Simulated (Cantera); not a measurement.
A freely propagating, adiabatic, planar premixed flame of C3H8 : O2 : N2 = 1 : 5.1 : 19.2 (molar parts), unburnt at 325 K and 5.00 bar; mixture-averaged transport, grid criteria slope 0.08 and curve 0.16, no radiation.

Cantera simulation using GRI-Mech 3.0 (53 species, 325 reactions); the numbers are that mechanism's predictions, not measurements. GRI-Mech 3.0 was tuned for natural gas; its chemistry of propane as a main component is partial and can be far from experiment. Burning velocities carry a grid error of a few per cent, more on coarse grids.

Problem. What does this change do: N2 19.2 to 25 parts?

Solution. 
| quantity | before | after |
|---|---|---|
| laminar burning velocity | 34.7 cm/s | 18.0 cm/s |
| thermal thickness | 0.0965 mm | 0.159 mm |
| peak x(H2) | 0.0134 | 0.00855 |
| peak x(HO2) | 0.000368 | 0.000210 |
| peak x(CH2CO) | 0.00135 | 0.000928 |
| peak x(CH3) | 0.00122 | 0.000629 |

Problem. What does this change do: 1.3 parts H2 added?

Solution. 
| quantity | before | after |
|---|---|---|
| laminar burning velocity | 34.7 cm/s | 45.3 cm/s |
| thermal thickness | 0.0965 mm | 0.0804 mm |
| peak x(HO2) | 0.000368 | 0.000385 |
| peak x(CH2CO) | 0.00135 | 0.00126 |
| peak x(CH3) | 0.00122 | 0.00155 |

Problem. What does this change do: inlet temperature 325 to 525 K?

Solution. 
| quantity | before | after |
|---|---|---|
| laminar burning velocity | 34.7 cm/s | 81.0 cm/s |
| thermal thickness | 0.0965 mm | 0.0770 mm |
| peak x(H2) | 0.0134 | 0.0160 |
| peak x(HO2) | 0.000368 | 0.000426 |
| peak x(CH2CO) | 0.00135 | 0.00157 |
| peak x(CH3) | 0.00122 | 0.00167 |
